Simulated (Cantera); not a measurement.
What does this Cantera script print?

```python
import numpy as np
import cantera as ct

gas_names = """
    C CH CH2 CH3 CH2OH CH3O CH4 CH3OH CO CO2 COOH C2 C2H CHCO,ketyl C2H2,acetylene C2H2,vinylidene
    CH2CO,ketene C2H3,vinyl CH3CO,acetyl C2H4 C2H4O,ethylen CH3CHO,ethanal CH3COOH (HCOOH)2 C2H5 C2H6
    CH3OCH3 C2H5OH C2O C3 C3H3,propargyl C3H4,allene C3H4,propyne C3H4,cyclo- C3H5,allyl C3H6,propylene
    C3H6,cyclo- C3H6O C3H7,n-propyl C3H7,i-propyl C3H8 C3H8O,1propanol C3H8O,2propanol C3O2 C4 C4H2
    C4H4,1,3-cyclo- C4H6,butadiene C4H6,2-butyne C4H6,cyclo- C4H8,1-butene C4H8,cis2-buten
    C4H8,tr2-butene C4H8,isobutene C4H8,cyclo- (CH3COOH)2 C4H9,n-butyl C4H9,i-butyl C4H9,s-butyl
    C4H9,t-butyl C4H10,isobutane C4H10,n-butane C5 C5H6,1,3cyclo- C5H8,cyclo- C5H10,1-pentene
    C5H10,cyclo- C5H11,pentyl C5H11,t-pentyl C5H12,n-pentane C5H12,i-pentane CH3C(CH3)2CH3 C6H2
    C6H5,phenyl C6H5O,phenoxy C6H6 C6H5OH,phenol C6H10,cyclo- C6H12,1-hexene C6H12,cyclo- C6H13,n-hexyl
    C7H7,benzyl C7H8 C7H8O,cresol C7H14,1-heptene C7H15,n-heptyl C7H16,n-heptane C8H8,styrene
    C8H10,ethylbenz C8H16,1-octene C8H17,n-octyl C8H18,isooctane C8H18,n-octane C9H19,n-nonyl
    C10H8,naphthale C10H21,n-decyl C12H9,o-bipheny C12H10,bipheny H HCO HO2 H2 HCHO,formaldehy HCOOH H2O
    H2O2 O OH O2 O3
""".split()
cond_names = """
    C(gr) C6H6(L) C7H8(L) C8H18(L),n-octa H2O(s) H2O(L)
""".split()


def load(file, names, dense=False):
    # The tables refer to 1 bar. Condensed volumes are neglected.
    table = {s.name: s for s in ct.Species.list_from_file(file)}
    out = []
    for n in names:
        d = dict(table[n].input_data)
        d["thermo"] = dict(d["thermo"], **{"reference-pressure": 1e5})
        if dense:
            d["equation-of-state"] = {"model": "constant-volume", "density": "1e6 g/cm^3"}
        out.append(ct.Species.from_dict(d))
    return out


gas = ct.Solution(thermo="ideal-gas", species=load("nasa_gas.yaml", gas_names))
cond = {s.name: ct.Solution(thermo="fixed-stoichiometry", species=[s], name=s.name)
        for s in load("nasa_condensed.yaml", cond_names, dense=True)}
atoms = {
    'CO2': {'C': 1, 'O': 2},
    'H2O': {'H': 2, 'O': 1},
    'H2': {'H': 2},
}
top_T = {'C(gr)': 4500}  # K; cautious upper limits of use, not melting points


def equilibrate(T, P, feed):
    n = {}
    for name, mol in feed.items():
        for a, k in atoms[name].items():
            n[a] = n.get(a, 0.0) + k * mol
    gas.TPX = T, P, n
    mass = sum(n.values()) * gas.mean_molecular_weight
    gas.equilibrate("TP")
    valid = [c for c in cond.values() if c.min_temp <= T <= top_T.get(c.name, c.max_temp)]
    mix = ct.Mixture([(gas, mass / gas.mean_molecular_weight)] + [(c, 0.0) for c in valid])
    mix.T, mix.P = T, P
    mix.equilibrate("TP", solver="vcs", rtol=1e-11, max_steps=5000)
    return mix


results = []
feed = {'CO2': 1, 'H2O': 0.83, 'H2': 1.1}  # mol
P = 170  # Pa
for T in [1823, 1848, 1873, 1898, 1923, 1948, 1973, 1998, 2023, 2048, 2073]:
    mix = equilibrate(T, P, feed)
    results.append((T, P, feed, dict(zip(mix.species_names, mix.species_moles))))
    x = sorted(zip(gas.X, gas.species_names), reverse=True)
    print(f"T = {T:g} K  P = {P:g} Pa  gas = {mix.phase_moles(0):.4g} mol")
    print("   x: " + "  ".join(f"{s} {v:.3e}" for v, s in x if v > 0.0001))
    print("   condensed (mol): " + ("  ".join(f"{mix.phase(i).name} {mix.phase_moles(i):.4g}"
          for i in range(1, mix.n_phases) if mix.phase_moles(i) > 1e-12) or "none"))
```

Result:

```
T = 1823 K  P = 170 Pa  gas = 2.938 mol
   x: H2O 4.808e-01  CO 1.992e-01  H2 1.735e-01  CO2 1.412e-01  H 4.377e-03  OH 8.442e-04
   condensed (mol): none
T = 1848 K  P = 170 Pa  gas = 2.94 mol
   x: H2O 4.814e-01  CO 2.003e-01  H2 1.719e-01  CO2 1.399e-01  H 5.332e-03  OH 1.098e-03
   condensed (mol): none
T = 1873 K  P = 170 Pa  gas = 2.942 mol
   x: H2O 4.818e-01  CO 2.012e-01  H2 1.703e-01  CO2 1.387e-01  H 6.460e-03  OH 1.419e-03
   condensed (mol): none
T = 1898 K  P = 170 Pa  gas = 2.945 mol
   x: H2O 4.820e-01  CO 2.021e-01  H2 1.687e-01  CO2 1.375e-01  H 7.786e-03  OH 1.820e-03
   condensed (mol): none
T = 1923 K  P = 170 Pa  gas = 2.948 mol
   x: H2O 4.819e-01  CO 2.030e-01  H2 1.670e-01  CO2 1.363e-01  H 9.338e-03  OH 2.319e-03  O2 1.215e-04
   condensed (mol): none
T = 1948 K  P = 170 Pa  gas = 2.952 mol
   x: H2O 4.814e-01  CO 2.037e-01  H2 1.654e-01  CO2 1.351e-01  H 1.114e-02  OH 2.935e-03  O2 1.852e-04  O 1.466e-04
   condensed (mol): none
T = 1973 K  P = 170 Pa  gas = 2.957 mol
   x: H2O 4.807e-01  CO 2.044e-01  H2 1.637e-01  CO2 1.338e-01  H 1.324e-02  OH 3.691e-03  O2 2.792e-04  O 2.198e-04
   condensed (mol): none
T = 1998 K  P = 170 Pa  gas = 2.962 mol
   x: H2O 4.794e-01  CO 2.050e-01  H2 1.620e-01  CO2 1.326e-01  H 1.566e-02  OH 4.611e-03  O2 4.162e-04  O 3.260e-04
   condensed (mol): none
T = 2023 K  P = 170 Pa  gas = 2.969 mol
   x: H2O 4.777e-01  CO 2.056e-01  H2 1.603e-01  CO2 1.312e-01  H 1.844e-02  OH 5.724e-03  O2 6.133e-04  O 4.785e-04
   condensed (mol): none
T = 2048 K  P = 170 Pa  gas = 2.977 mol
   x: H2O 4.753e-01  CO 2.061e-01  H2 1.586e-01  CO2 1.298e-01  H 2.163e-02  OH 7.059e-03  O2 8.932e-04  O 6.951e-04
   condensed (mol): none
T = 2073 K  P = 170 Pa  gas = 2.987 mol
   x: H2O 4.721e-01  CO 2.065e-01  H2 1.569e-01  CO2 1.282e-01  H 2.527e-02  OH 8.647e-03  O2 1.285e-03  O 9.991e-04
   condensed (mol): none
```

Method: chemical equilibrium by Gibbs-energy minimisation in Cantera with the NASA 1993 tables (ideal gas, pure condensed phases).
